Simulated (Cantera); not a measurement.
Charge: 1 mol MgSO4, 0.019 mol H2O, at 17.0 mbar.

Cantera equilibrium calculation (NASA polynomials, part measured and part estimated; ideal gas, pure solids and liquids). Candidate condensed phases: H2O, H2SO4, Mg, MgO, Mg(OH)2, MgS, MgSO4, S; 26 gas species. Mutual solubility and eutectic melting of coexisting phases are not modelled. Rates play no part.

x: gas mole fraction; n: condensed amount in mol.

| T (K) | x H2O | x SO2 | x O2 | x SO3 | n MgSO4(s) | n MgO(s) |
|---|---|---|---|---|---|---|
| 875 | 1.000 | 0.000197 | 9.87e-5 | 2.48e-6 | 1.000 | 0 |
| 900 | 0.999 | 0.000517 | 0.000258 | 7.23e-6 | 1.000 | 0 |
| 925 | 0.998 | 0.00128 | 0.000641 | 1.98e-5 | 1.000 | 0 |
| 950 | 0.995 | 0.00303 | 0.00151 | 5.16e-5 | 1.000 | 0 |
| 975 | 0.990 | 0.00684 | 0.00342 | 0.000127 | 1.000 | 0.000134 |
| 1000 | 0.977 | … | … | … | 1.000 | … |
| 1025 | 0.953 | 0.0308 | 0.0154 | 0.000676 | 0.999 | 0.000628 |
| 1050 | 0.906 | 0.0618 | 0.0309 | 0.00146 | 0.999 | 0.00133 |
| 1075 | … | … | … | … | 0.997 | … |
| 1100 | 0.655 | 0.226 | 0.113 | 0.00615 | 0.993 | 0.00672 |
| 1125 | 0.370 | 0.412 | 0.206 | 0.0120 | 0.978 | 0.0218 |
| 1150 | 0.0126 | 0.646 | 0.323 | 0.0188 | 0 | 1.00 |
| 1175 | 0.0126 | 0.648 | 0.324 | 0.0152 | 0 | 1.00 |

Problem. Some entries are withheld; supply them.

Solution. 
- 1075, x H2O: 0.817
- 1075, x SO2: 0.120
- 1075, x O2: 0.0600
- 1075, x SO3: 0.00305
- 1075, n MgO(s): 0.00286
- 1000, x SO2: 0.0148
- 1000, x O2: 0.00740
- 1000, x SO3: 0.000300
- 1000, n MgO(s): 0.000294
